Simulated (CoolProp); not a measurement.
Vapour-liquid equilibrium of toluene (1) + n-decane (2) at 168.55 °C; x and y are mole fractions of (1).

The numbers come from the multi-fluid Helmholtz-energy mixture model, Lemmon 2006 and Lemmon 2006; pair parameters Bell 2016 in CoolProp.

**Question.** Give the bubble pressure and the first vapour's composition at x = 0.05, 0.15, 0.95. Is there an azeotrope?

**Answer.** x = 0.05: 1.031 bar, y = 0.183; x = 0.15: 1.357 bar, y = 0.435; x = 0.95: 3.949 bar, y = 0.985. No azeotrope shows between x = 0.05 and 0.95.

Pair parameters are fitted to limited data, so mixtures are less certain than the pure fluids. The gap from Raoult's law changes sign with composition, which may be real or a fault of the pair parameters; it wasn't checked against measurements.
